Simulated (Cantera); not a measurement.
An isothermal plug-flow reactor at 525 K and 100000 Pa (inlet), inlet velocity 4 m/s, active area per volume 2700 1/m; feed H₂ : O₂ : N₂ = 0.0021 : 0.012 : 0.79 (molar parts).

Cantera simulation using Deutschmann's 1995 Pt surface mechanism with GRI-Mech 3.0 gas chemistry; the numbers are that mechanism's predictions, not measurements. Catalytic surfaces can have several steady states; this one follows from the mechanism file's or the stated starting coverage. Mass transfer to the wall is taken as infinitely fast.

Problem. What does this change do: inlet velocity 4 to 8.1 m/s?

Solution. 
```tsv
quantity	before	after
x(H₂) at z = 0.026 m	1.84e-5	3.73e-5
x(O₂) at z = 0.026 m	0.0136	0.0137
x(H₂O) at z = 0.026 m	0.00260	0.00258
θ(free Pt) at the exit	0.00207	0.00414
θ(O*) at the exit	0.996	0.993
θ(OH*) at the exit	0.00217	0.00306
```

Problem. What does this change do: pressure from 100000 Pa to 200000 Pa?

Solution. 
```json
[
 {"quantity": "x(H₂) at z = 0.026 m", "before": "1.84e-5", "after": "1.85e-5"},
 {"quantity": "x(O₂) at z = 0.026 m", "before": "0.0136", "after": "0.0136"},
 {"quantity": "x(H₂O) at z = 0.026 m", "before": "0.00260", "after": "0.00260"},
 {"quantity": "θ(free Pt) at the exit", "before": "0.00207", "after": "0.00206"},
 {"quantity": "θ(O*) at the exit", "before": "0.996", "after": "0.995"},
 {"quantity": "θ(OH*) at the exit", "before": "0.00217", "after": "0.00307"}
]
```

Problem. What does this change do: inlet velocity 4 to 0.9 m/s?

Solution. 
| quantity | before | after |
|---|---|---|
| x(H₂) at z = 0.026 m | 1.84e-5 | 3.87e-6 |
| x(O₂) at z = 0.026 m | 0.0136 | 0.0136 |
| x(H₂O) at z = 0.026 m | 0.00260 | 0.00261 |
| θ(O*) at the exit | 0.996 | 0.998 |
| θ(OH*) at the exit | 0.00217 | 0.00110 |
